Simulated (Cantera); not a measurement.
A Cantera script and what it prints.

```python
import numpy as np
import cantera as ct

gas_names = """
    AL NH3 H2
""".split()
cond_names = """
    ALN(s)
""".split()


# ... load() reads the species with a 1 bar reference pressure and builds the phases ...
species = {s.name: s for s in load("nasa_gas.yaml", gas_names) + load("nasa_condensed.yaml", cond_names)}
# Each term lists the table entries of one substance; the one whose range holds T is used.
reactions = {
    '2 Al(g) + 2 NH3(g) = 2 AlN + 3 H2(g)':
        [(-2, ['AL']), (-2, ['NH3']), (2, ['ALN(s)']), (3, ['H2'])],
}


def pick(names, T):
    return next(species[n] for n in names if species[n].thermo.min_temp <= T <= species[n].thermo.max_temp)


results = []
for label, terms in reactions.items():
    print(label)
    print("     T/K   dH/kJ  dS/(J/K)   dG/kJ   log10 K")
    for T in [300, 725, 775, 825, 875, 925, 975, 1025, 1075, 1125, 1175]:
        used = [(nu, pick(names, T)) for nu, names in terms]
        dH = sum(nu * s.thermo.h(T) for nu, s in used) / 1e6
        dS = sum(nu * s.thermo.s(T) for nu, s in used) / 1e3
        dG = dH - T * dS / 1e3
        logK = -dG * 1e6 / (ct.gas_constant * T * np.log(10))
        results.append((label, T, dH, dS, dG, logK, [s.name for _, s in used]))
        print(f"{T:8g} {dH:8.1f} {dS:8.1f} {dG:8.1f} {logK:8.2f}")
```

Output:

```
2 Al(g) + 2 NH3(g) = 2 AlN + 3 H2(g)
     T/K   dH/kJ  dS/(J/K)   dG/kJ   log10 K
     300  -1203.4   -282.1  -1118.8   194.80
     725  -1185.8   -245.9  -1007.6    72.59
     775  -1183.9   -243.3   -995.3    67.08
     825  -1182.0   -240.9   -983.2    62.25
     875  -1180.1   -238.7   -971.2    57.98
     925  -1178.3   -236.7   -959.3    54.17
     975  -1176.5   -234.8   -947.6    50.76
    1025  -1174.8   -233.1   -935.9    47.69
    1075  -1173.2   -231.6   -924.2    44.91
    1125  -1171.6   -230.2   -912.7    42.38
    1175  -1170.1   -228.8   -901.2    40.06
```

Cantera with NASA thermochemical tables; ideal gases at 1 bar, condensed phases pure. Condensed species are held in their standard states even where they would react or evaporate.
